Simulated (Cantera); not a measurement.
Mixture: CH4 : O2 : N2 = 1 : 1.54 : 5.78 (molar parts), equivalence ratio 1.3, at 1.00 bar, adiabatic and at constant volume. Ignition delay is the time to a rise of 400 K.

Model: GRI-Mech 3.0 (53 species, 325 reactions), integrated in Cantera.

What does this change do: 0.18 parts H2 added?


```json
[
 {"quantity": "delay at 1150 K", "before": "0.105 s", "after": "17.3 ms"},
 {"quantity": "delay at 1350 K", "before": "6.73 ms", "after": "2.20 ms"},
 {"quantity": "delay at 1550 K", "before": "0.746 ms", "after": "0.386 ms"},
 {"quantity": "delay at 1750 K", "before": "0.148 ms", "after": "0.103 ms"},
 {"quantity": "delay at 1950 K", "before": "45.1 µs", "after": "36.6 µs"},
 {"quantity": "apparent activation energy between 1750 and 1950 K", "before": "170 kJ/mol", "after": "150 kJ/mol"}
]
```

What does this change do: constant pressure in place of constant volume?


```tsv
quantity	before	after
delay at 1150 K	0.105 s	0.110 s
delay at 1350 K	6.73 ms	7.18 ms
delay at 1550 K	0.746 ms	0.795 ms
delay at 1750 K	0.148 ms	0.158 ms
delay at 1950 K	45.1 µs	48.7 µs
apparent activation energy between 1750 and 1950 K	170 kJ/mol	170 kJ/mol
```
